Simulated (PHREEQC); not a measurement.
Dissolve 3.5 mmol/kgw FeCl3 at 90 °C. Closed to the air; pH follows from the charge balance.

The numbers come from PHREEQC with the ion-association model, wateq4f.dat.

```
quantity                  before    after
------------------------  ------  -------
pH                          2.42     2.96
ionic strength (mol/kgw)  0.0133  0.00235
```

Problem. What was changed between the two runs?
(A) diluted 10-fold with water
(B) FeCl3 replaced by HCl at the same molality
(C) diluted 5-fold with water
(D) FeCl3 replaced by AlCl3 at the same molality
(E) FeCl3 from 0.0035 to 0.00315 mol/kgw

Solution. C, diluted 5-fold with water

This is a speciation only: nothing precipitates in the calculation. Some of these states are supersaturated (in Hematite (slow to form), Goethite (slow to form), for instance). Away from 25 °C the constants follow the database's enthalpies or fits; those with neither stay at their 25 °C values.
